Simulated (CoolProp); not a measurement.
Vapour-liquid equilibrium of propane (1) + isobutane (2) at 221.7 K; x and y are mole fractions of (1).

Computed with CoolProp (multi-fluid Helmholtz-energy mixture model, Lemmon 2009 and Bücker 2006; pair parameters Kunz 2012).

```json
[
 {"x": "0.05", "bubble pressure (MPa)": "0.01804", "y at the bubble point": "0.184", "dew pressure at overall composition x (MPa)": "0.01609", "liquid density (mol/L)": "11.04"},
 {"x": "0.125", "bubble pressure (MPa)": "0.02180", "y at the bubble point": "0.375", "dew pressure at overall composition x (MPa)": "0.01713", "liquid density (mol/L)": "11.20"},
 {"x": "0.2", "bubble pressure (MPa)": "0.02547", "y at the bubble point": "0.509", "dew pressure at overall composition x (MPa)": "0.01831", "liquid density (mol/L)": "11.36"},
 {"x": "0.275", "bubble pressure (MPa)": "0.02911", "y at the bubble point": "0.609", "dew pressure at overall composition x (MPa)": "0.01966", "liquid density (mol/L)": "11.53"},
 {"x": "0.35", "bubble pressure (MPa)": "0.03273", "y at the bubble point": "0.687", "dew pressure at overall composition x (MPa)": "0.02122", "liquid density (mol/L)": "11.70"},
 {"x": "0.425", "bubble pressure (MPa)": "0.03638", "y at the bubble point": "0.750", "dew pressure at overall composition x (MPa)": "0.02304", "liquid density (mol/L)": "11.88"},
 {"x": "0.5", "bubble pressure (MPa)": "0.04007", "y at the bubble point": "0.802", "dew pressure at overall composition x (MPa)": "0.02519", "liquid density (mol/L)": "12.06"},
 {"x": "0.575", "bubble pressure (MPa)": "0.04381", "y at the bubble point": "0.846", "dew pressure at overall composition x (MPa)": "0.02777", "liquid density (mol/L)": "12.25"},
 {"x": "0.65", "bubble pressure (MPa)": "0.04760", "y at the bubble point": "0.883", "dew pressure at overall composition x (MPa)": "0.03093", "liquid density (mol/L)": "12.44"},
 {"x": "0.725", "bubble pressure (MPa)": "0.05145", "y at the bubble point": "0.915", "dew pressure at overall composition x (MPa)": "0.03487", "liquid density (mol/L)": "12.64"},
 {"x": "0.8", "bubble pressure (MPa)": "0.05535", "y at the bubble point": "0.943", "dew pressure at overall composition x (MPa)": "0.03994", "liquid density (mol/L)": "12.84"},
 {"x": "0.875", "bubble pressure (MPa)": "0.05927", "y at the bubble point": "0.967", "dew pressure at overall composition x (MPa)": "0.04673", "liquid density (mol/L)": "13.05"},
 {"x": "0.95", "bubble pressure (MPa)": "0.06320", "y at the bubble point": "0.988", "dew pressure at overall composition x (MPa)": "0.05642", "liquid density (mol/L)": "13.27"}
]
```

No azeotrope shows between x = 0.05 and 0.95.

The pair parameters rest on a limited set of measurements; away from them the model extrapolates.
